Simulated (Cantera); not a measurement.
A closed system holds: 1 mol Si, 2.9 mol H2, 0.57 mol Cl2, held at 700 °C and 5.70 bar.

Equilibrium computed with Cantera from the NASA thermochemical tables; the gas is ideal and each condensed phase is pure. Candidate condensed phases: Si; 19 gas species. The tables' values for SiCl3 are old estimates; treat these amounts as uncertain. The numbers say what is thermodynamically allowed, not how fast it happens.

Base state: H2 0.890, SiHCl3 0.0502, SiCl4 0.0490, SiH2Cl2 0.00537, HCl 0.00489, SiCl3 0.000272, SiH3Cl 0.000145, SiCl2 4.32e-5 (mole fractions); condensed: Si(s).

Q: What changes in the equilibrium state with this change: temperature from 700 °C to 352 °C?

A: 
```json
[
 {"species": "H2", "before": "0.890", "after": "0.893"},
 {"species": "SiHCl3", "before": "0.0502", "after": "0.0566"},
 {"species": "SiCl4", "before": "0.0490", "after": "0.0466"},
 {"species": "HCl", "before": "0.00489", "after": "3.55e-5"},
 {"species": "SiCl2", "before": "4.32e-5", "after": "<1e-9"},
 {"species": "SiCl3", "before": "0.000272", "after": "1.88e-7"},
 {"species": "SiH3Cl", "before": "0.000145", "after": "4.90e-5"},
 {"species": "Si(s), mol", "before": "0.670", "after": "0.665"}
]
```

Q: What changes in the equilibrium state with this change: pressure from 5.70 bar to 0.133 bar?

A: 
```
species       before     after
----------  --------  --------
H2             0.890     0.893
SiCl4         0.0490    0.0665
SiHCl3        0.0502    0.0247
HCl          0.00489    0.0135
SiH3Cl      0.000145   9.41e-6
SiCl2        4.32e-5  0.000329
SiH2Cl2      0.00537  0.000960
Si(s), mol     0.670     0.703
```

Q: What changes in the equilibrium state with this change: pressure from 5.70 bar to 0.290 bar?

A: 
```tsv
species	before	after
H2	0.890	0.894
SiCl4	0.0490	0.0640
SiHCl3	0.0502	0.0292
HCl	0.00489	0.0110
SiH3Cl	0.000145	1.67e-5
SiCl2	4.32e-5	0.000219
SiH2Cl2	0.00537	0.00139
Si(s), mol	0.670	0.697
```
